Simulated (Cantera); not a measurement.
Feed: 1 mol SiCl4, 0.058 mol HCl, 70 mol H2, 0.074 mol Cl2, equilibrated at 0.0100 bar.

Cantera equilibrium calculation (NASA polynomials, part measured and part estimated; ideal gas, pure solids and liquids). Candidate condensed phases: Si; 19 gas species. Rates play no part.

Problem. What share of the Si ends up in condensed phases as a function of T (K), at 975, 1000, 1025, 1050, 1075, 1100, 1125, 1150, 1175, 1200, 1225, 1250, 1275?

Solution. 
```tsv
T (K)	Si condensed (%)	as
975	16.2	Si(s)
1000	21.7	Si(s)
1025	27.4	Si(s)
1050	33.1	Si(s)
1075	38.5	Si(s)
1100	43.4	Si(s)
1125	47.5	Si(s)
1150	50.6	Si(s)
1175	52.9	Si(s)
1200	54.3	Si(s)
1225	55.0	Si(s)
1250	55.3	Si(s)
1275	55.2	Si(s)
```
